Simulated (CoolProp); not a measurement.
Vapour-liquid equilibrium of ethylene (1) + isobutane (2) at 194.9 K; x and y are mole fractions of (1).

Model: multi-fluid Helmholtz-energy mixture model, Smukala 2000 and Bücker 2006; pair parameters Bell 2016, in CoolProp.

```tsv
x	bubble pressure (MPa)	y at the bubble point	dew pressure at overall composition x (MPa)	liquid density (mol/L)
0.05	0.01727	0.855	0.002739	11.67
0.15	0.04826	0.953	0.003058	12.23
0.25	0.08144	0.975	0.003463	12.83
0.35	0.1166	0.985	0.003990	13.47
0.45	0.1535	0.990	0.004706	14.16
0.55	0.1916	0.993	0.005735	?
0.65	0.2304	?	0.007341	15.70
0.75	0.2694	0.997	0.01020	16.55
0.85	0.3084	0.999	0.01668	?
0.95	0.3475	1.000	0.04586	18.39
```

Q: Some entries are withheld; supply them.

A: 
- 0.55, liquid density (mol/L): 14.91
- 0.65, y at the bubble point: 0.996
- 0.85, liquid density (mol/L): 17.45

No azeotrope shows between x = 0.05 and 0.95.

Pair parameters are fitted to limited data, so mixtures are less certain than the pure fluids.
